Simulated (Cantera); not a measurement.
**Adiabatic ignition**

An adiabatic, constant-pressure homogeneous reactor starts with CH₄ : O₂ : N₂ = 1 : 0.63 : 5.01 (molar parts), equivalence ratio 3.2, at 1773 K and 1600000 Pa.

Cantera simulation using GRI-Mech 3.0 (53 species, 325 reactions); the numbers are that mechanism's predictions, not measurements. The pressure lies above the range GRI-Mech 3.0 was tuned for (to about 10 atm).

| t (s) | T (K) | x CH₄ | x O₂ | x C₂H₄ | x NO | x N₂O | x H₂O |
|---|---|---|---|---|---|---|---|
| 6.00e-6 | 1773 | 0.149 | 0.0943 | 7.98e-5 | 2.23e-11 | 5.88e-9 | 0.000704 |
| 1.65e-5 | 1790 | 0.141 | 0.0906 | 0.000957 | 1.98e-10 | 3.31e-8 | 0.00491 |
| 4.52e-5 | 2198 | 0.0248 | 0.00491 | 0.00136 | 7.70e-7 | 3.76e-8 | 0.0913 |
| 0.000124 | 2169 | 0.00748 | 2.55e-8 | 0.000212 | 9.86e-7 | 5.43e-10 | 0.0869 |
| 0.000341 | 2152 | 0.00501 | 6.74e-9 | 0.000187 | 1.21e-6 | 3.98e-10 | 0.0775 |
| 0.000935 | 2140 | 0.00406 | 3.58e-9 | 0.000153 | 1.44e-6 | 2.99e-10 | 0.0641 |
| 0.00257 | 2125 | 0.00291 | 1.61e-9 | 9.91e-5 | 1.36e-6 | 2.17e-10 | 0.0491 |
| 0.00705 | 2110 | 0.00164 | 7.32e-10 | 4.13e-5 | 1.15e-6 | 1.62e-10 | 0.0370 |
| 0.0193 | 2100 | 0.000533 | 4.29e-10 | 5.95e-6 | 1.02e-6 | 1.38e-10 | 0.0305 |
| 0.0531 | 2096 | 1.49e-5 | 3.70e-10 | 1.46e-8 | 1.01e-6 | 1.36e-10 | 0.0292 |
| 0.146 | 2096 | 2.77e-7 | 3.70e-10 | 5.52e-12 | 9.71e-7 | 1.30e-10 | 0.0292 |
| 0.400 | 2096 | 2.76e-7 | 3.69e-10 | 5.49e-12 | 8.73e-7 | 1.17e-10 | 0.0292 |
x: mole fraction; the columns are a selection and need not sum to one.

- time of steepest temperature rise: 37.3 µs
- temperature at 0.400 s: 2096 K
- equilibrium temperature: 2096 K
- x(CH₄) at 0.400 s: 2.76e-7 (gas-phase equilibrium 3.04e-7)
- x(O₂) at 0.400 s: 3.69e-10 (gas-phase equilibrium 3.69e-10)
- x(C₂H₄) at 0.400 s: 5.49e-12 (gas-phase equilibrium 6.14e-12)
